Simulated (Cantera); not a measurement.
Charge: 1 mol SiF4, 6.2 mol NH3, 0.59 mol H2, held at 927 °C and 0.200 bar.

These are equilibrium values from Cantera (NASA tables, ideal gas, pure condensed phases), not measurements of a reactor. Candidate condensed phases: Si, Si3N4; 37 gas species. The tables' values for SiF3 are old estimates; treat these amounts as uncertain. Kinetics and transport are ignored.

Base state: H2 0.705, N2 0.221, SiF4 0.0702, HF 0.00197, SiHF3 0.000825, SiF3 0.000142, NH3 1.07e-5 (mole fractions); condensed: Si3N4(s).

Q: What changes in the equilibrium state with this change: pressure from 0.200 bar to 2.50 mbar?

A: 
| species | before | after |
|---|---|---|
| H2 | 0.705 | 0.705 |
| N2 | 0.221 | 0.221 |
| SiF4 | 0.0702 | 0.0696 |
| HF | 0.00197 | 0.00284 |
| SiF3 | 0.000142 | 0.000876 |
| NH3 | 1.07e-5 | 1.33e-7 |
| SiF2 | 3.15e-7 | 1.21e-5 |
| SiHF3 | 0.000825 | 0.000569 |
| Si3N4(s), mol | 0.00116 | 0.00159 |
The tables' values for SiF3, SiF2 are old estimates; treat these amounts as uncertain.

Q: What changes in the equilibrium state with this change: pressure from 0.200 bar to 11.0 Pa?

A: 
```
species          before     after
-------------  --------  --------
H2                0.705     0.704
N2                0.221     0.221
SiF4             0.0702    0.0677
SiF3           0.000142   0.00305
HF              0.00197   0.00377
NH3             1.07e-5   5.84e-9
SiF2            3.15e-7  0.000151
H               3.71e-7   1.58e-5
SiHF3          0.000825  0.000415
Si3N4(s), mol   0.00116         0
```
The tables' values for SiF3, SiF2 are old estimates; treat these amounts as uncertain.
